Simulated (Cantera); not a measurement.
A perfectly stirred reactor is fed with C₃H₈ : H₂ : H₂O = 1 : 85 : 0.79 (molar parts), at 0.0950 bar; it is held at 1900 K, and followed from long to short residence time.

Cantera simulation using GRI-Mech 3.0 (53 species, 325 reactions); the numbers are that mechanism's predictions, not measurements. GRI-Mech 3.0 was tuned for natural gas; its chemistry of propane as a main component is partial and can be far from experiment. GRI-Mech 3.0 stops at C3 and has no aromatics, soot or wall deposition, so with more carbon than oxygen in the feed, carbon stays in small species such as C2H2 where larger ones or solid carbon would form.

**Question.** Predict: x(C₃H₈) at τ = 1.50 s; x(H₂) at τ = 1.50 s; x(CH₂) at τ = 1.50 s; x(C₂H₂) at τ = 1.50 s; x(H) at τ = 1.50 s; x(C₃H₈) at τ = 47.0 ms; x(H₂) at τ = 47.0 ms; x(CH₂) at τ = 47.0 ms; x(C₂H₂) at τ = 47.0 ms; x(H) at τ = 47.0 ms.

**Answer.** 
- x(C₃H₈) at τ = 1.50 s: 7.36e-8
- x(H₂) at τ = 1.50 s: 0.973
- x(CH₂) at τ = 1.50 s: 3.63e-7
- x(C₂H₂) at τ = 1.50 s: 0.0134
- x(H) at τ = 1.50 s: 0.00255
- x(C₃H₈) at τ = 47.0 ms: 2.32e-6
- x(H₂) at τ = 47.0 ms: 0.968
- x(CH₂) at τ = 47.0 ms: 1.34e-6
- x(C₂H₂) at τ = 47.0 ms: 0.0124
- x(H) at τ = 47.0 ms: 0.00264
